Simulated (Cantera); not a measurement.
A closed system holds: 1 mol SF6, 4.9 mol H2, at 2973.15 K and 13.3 mbar.

These are equilibrium values from Cantera (NASA tables, ideal gas, pure condensed phases), not measurements of a reactor. Equilibrium is a limit: real reactors are often held back by kinetics, nucleation or transport.

| species | before | after |
|---|---|---|
| F | 0.0185 | 0.463 |
| HF | 0.557 | 0.391 |
| S | 0.0890 | 0.132 |
| H | 0.281 | 0.00788 |
| H2 | 0.0497 | 3.93e-5 |
| H2S | 2.52e-5 | 2.96e-8 |
| SF | 3.69e-5 | 0.00137 |
| SH | 0.00297 | 0.000124 |
| S2 | 0.00194 | 0.00428 |
Gas species are given as mole fractions.

Problem. Which change was made?
A) H2 from 4.9 to 1.4 mol
B) temperature from 2973.15 K to 650 K
C) H2 from 4.9 to 0.72 mol
D) pressure from 13.3 mbar to 1.00 bar

Solution. A, H2 from 4.9 to 1.4 mol
